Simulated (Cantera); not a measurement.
Cantera run:

```python
import numpy as np
import cantera as ct

gas_names = [...]  # 72 gases of nasa_gas.yaml made of Cl, F, H, N, O, Si
cond_names = """
    H2O(s) H2O(L) NH4CL(a) NH4CL(b) Si(cr) Si(L) SiO2(Lqz) SiO2(hqz) SiO2(L) Si2N2O(s) Si3N4(a)
""".split()


# ... load() reads the species with a 1 bar reference pressure and builds the phases ...
atoms = {
    'SiO2': {'Si': 1, 'O': 2},
    'NF3': {'N': 1, 'F': 3},
    'O2': {'O': 2},
    'HCl': {'H': 1, 'CL': 1},
}
top_T = {'Si2N2O(s)': 2100, 'Si3N4(a)': 2400}  # K; cautious upper limits of use, not melting points


# ... equilibrate(T, P, feed) seeds the gas with the atoms and calls Mixture.equilibrate('TP', solver="vcs", rtol=1e-11, max_steps=5000) ...
results = []
feed = {'SiO2': 1, 'NF3': 3, 'O2': 0.096, 'HCl': 45}  # mol
T = 1200  # K
for P in [1, 6.8, 46, 320, 2200, 15000, 100000]:
    mix = equilibrate(T, P, feed)
    results.append((T, P, feed, dict(zip(mix.species_names, mix.species_moles))))
    x = sorted(zip(gas.X, gas.species_names), reverse=True)
    print(f"T = {T:g} K  P = {P:g} Pa  gas = {mix.phase_moles(0):.4g} mol")
    print("   x: " + "  ".join(f"{s} {v:.3e}" for v, s in x if v > 0.0001))
    print("   condensed (mol): " + ("  ".join(f"{mix.phase(i).name} {mix.phase_moles(i):.4g}"
          for i in range(1, mix.n_phases) if mix.phase_moles(i) > 1e-12) or "none"))
```

Output:

```
T = 1200 K  P = 1 Pa  gas = 54.86 mol
   x: HCL 6.646e-01  HF 1.535e-01  CL 1.384e-01  N2 2.734e-02  CL2 8.577e-03  O2 3.865e-03  SiF4 2.642e-03  H2O 1.045e-03
   condensed (mol): SiO2(hqz) 0.855
T = 1200 K  P = 6.8 Pa  gas = 53.52 mol
   x: HCL 6.971e-01  HF 1.408e-01  CL 9.206e-02  N2 2.802e-02  CL2 2.580e-02  O2 7.913e-03  SiF4 6.838e-03  H2O 1.426e-03
   condensed (mol): SiO2(hqz) 0.634
T = 1200 K  P = 46 Pa  gas = 52.25 mol
   x: HCL 7.243e-01  HF 1.316e-01  CL 4.679e-02  CL2 4.508e-02  N2 2.870e-02  O2 1.066e-02  SiF4 1.016e-02  H2O 2.659e-03
   condensed (mol): SiO2(hqz) 0.4693
T = 1200 K  P = 320 Pa  gas = 51.47 mol
   x: HCL 7.373e-01  HF 1.255e-01  CL2 5.842e-02  N2 2.914e-02  CL 2.019e-02  SiF4 1.235e-02  O2 1.132e-02  H2O 5.779e-03
   condensed (mol): SiO2(hqz) 0.3644
T = 1200 K  P = 2200 Pa  gas = 50.99 mol
   x: HCL 7.391e-01  HF 1.185e-01  CL2 6.756e-02  N2 2.941e-02  SiF4 1.451e-02  H2O 1.247e-02  O2 1.015e-02  CL 8.282e-03
   condensed (mol): SiO2(hqz) 0.2603
T = 1200 K  P = 15000 Pa  gas = 50.57 mol
   x: HCL 7.339e-01  HF 1.074e-01  CL2 7.629e-02  N2 2.966e-02  H2O 2.427e-02  SiF4 1.764e-02  O2 7.395e-03  CL 3.370e-03
   condensed (mol): SiO2(hqz) 0.108
T = 1200 K  P = 100000 Pa  gas = 50.21 mol
   x: HCL 7.231e-01  HF 9.959e-02  CL2 8.588e-02  H2O 3.678e-02  N2 2.987e-02  SiF4 1.992e-02  O2 3.428e-03  CL 1.385e-03
   condensed (mol): none
```

These are equilibrium values from Cantera (NASA tables, ideal gas, pure condensed phases), not measurements of a reactor. The tables hold silica as quartz up to 1696 K and as liquid above; real silica turns to tridymite and cristobalite and melts near 1996 K.
